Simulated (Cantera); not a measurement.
A diamond (100) surface in a fixed gas of H2 with x(CH4) = 0.012, x(CH3) = 0.0012, at 1373 K, 11000 Pa; coverages are run to steady state.

Computed with Cantera and the Harris–Goodwin 1993 mechanism for the reconstructed diamond (100) surface.

θ: site fractions in the mechanism's names (c6HH fully hydrogenated, c6H* and c6*H radical sites, c6** diradical, c6HM methylated).

| x(H) | growth (µm/h) | θ c6HH | θ c6H* | θ c6*H | θ c6** | θ c6HM |
|---|---|---|---|---|---|---|
| 0.0001 | 0.354 | 0.696 | 0.0282 | 0.269 | 0.00318 | 0.000510 |
| 0.00023 | 1.76 | 0.563 | 0.0400 | 0.381 | 0.00874 | 0.000751 |
| 0.00054 | … | … | … | … | … | … |
| 0.0013 | 14.0 | 0.394 | 0.0535 | 0.510 | 0.0326 | 0.00126 |
| 0.0029 | 23.5 | 0.363 | 0.0555 | 0.528 | 0.0444 | 0.00144 |
| 0.0068 | … | 0.348 | 0.0565 | 0.537 | … | 0.00154 |
| 0.016 | 52.2 | 0.340 | 0.0571 | 0.540 | 0.0582 | 0.00150 |
| 0.037 | 78.6 | 0.337 | 0.0577 | 0.541 | 0.0608 | 0.00131 |
| 0.085 | 116 | 0.336 | 0.0588 | 0.541 | 0.0623 | 0.000992 |

Problem. What belongs in the gaps?

Solution. 
- 0.00054, growth (µm/h): 5.98
- 0.00054, θ c6HH: 0.458
- 0.00054, θ c6H*: 0.0487
- 0.00054, θ c6*H: 0.464
- 0.00054, θ c6**: 0.0189
- 0.00054, θ c6HM: 0.00100
- 0.0068, growth (µm/h): 35.4
- 0.0068, θ c6**: 0.0532
